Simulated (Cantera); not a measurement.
What does this Cantera script print?

```python
import numpy as np
import cantera as ct

gas_names = """
    CL CL2 H HCL H2 Si SiCL SiCL2 SiCL3 SiCL4 SiH SiHCL3 SiH2 SiH2CL2 SiH3 SiH3CL SiH4 Si2 Si3
""".split()
cond_names = """
    Si(cr) Si(L)
""".split()


# ... load() reads the species with a 1 bar reference pressure and builds the phases ...
atoms = {
    'Si': {'Si': 1},
    'HCl': {'H': 1, 'CL': 1},
    'H2': {'H': 2},
}
top_T = {}  # K; cautious upper limits of use, not melting points


# ... equilibrate(T, P, feed) seeds the gas with the atoms and calls Mixture.equilibrate('TP', solver="vcs", rtol=1e-11, max_steps=5000) ...
results = []
feed = {'Si': 1, 'HCl': 27, 'H2': 0.41}  # mol
P = 19  # Pa
for T in [475, 575, 675, 775, 875, 975, 1075, 1175, 1275, 1375, 1475, 1575, 1675]:
    mix = equilibrate(T, P, feed)
    results.append((T, P, feed, dict(zip(mix.species_names, mix.species_moles))))

top = {s: max(r[3][s] / sum(r[3][g] for g in gas_names) for r in results) for s in gas_names}
cols = sorted((s for s in top if top[s] > 0.001), key=lambda s: -top[s])[:7]
seen = [c for c in cond_names if any(r[3].get(c, 0) > 1e-12 for r in results)]
print("log10 of partial pressures in bar; condensed amounts in mol")
print(f"{'T/K':>10s}" + "".join(f"{s[:9]:>10s}" for s in cols + seen))
for T, P, feed, n in results:
    ng = sum(n[g] for g in gas_names)
    print(f"{T:10.4g}" + "".join(f"{np.log10(max(n[s] / ng * P / 1e5, 1e-99)):10.3f}" for s in cols)
          + "".join(f"{n.get(c, 0):10.4g}" for c in seen))
```

Result:

```
log10 of partial pressures in bar; condensed amounts in mol
       T/K       HCL        H2     SiCL4     SiCL2        CL     SiCL3         H
       475    -3.781    -4.761    -5.143   -26.329   -22.575   -17.890   -23.743
       575    -3.781    -4.761    -5.143   -20.468   -18.456   -14.475   -19.548
       675    -3.781    -4.761    -5.143   -16.366   -15.547   -12.083   -16.587
       775    -3.781    -4.761    -5.143   -13.339   -13.381   -10.317   -14.384
       875    -3.781    -4.761    -5.143   -11.017   -11.705    -8.961   -12.680
       975    -3.781    -4.761    -5.144    -9.182   -10.369    -7.889   -11.322
      1075    -3.781    -4.763    -5.151    -7.704    -9.277    -7.027   -10.215
      1175    -3.780    -4.776    -5.192    -6.533    -8.362    -6.358    -9.299
      1275    -3.775    -4.830    -5.373    -5.749    -7.563    -5.968    -8.547
      1375    -3.768    -4.914    -5.785    -5.382    -6.858    -5.915    -7.922
      1475    -3.766    -4.961    -6.352    -5.248    -6.263    -6.066    -7.368
      1575    -3.769    -4.963    -6.964    -5.201    -5.768    -6.291    -6.863
      1675    -3.778    -4.927    -7.576    -5.185    -5.358    -6.539    -6.399
```

Equilibrium computed with Cantera from the NASA thermochemical tables; the gas is ideal and each condensed phase is pure. The tables' values for SiCl3, SiCl are old estimates; treat these amounts as uncertain.
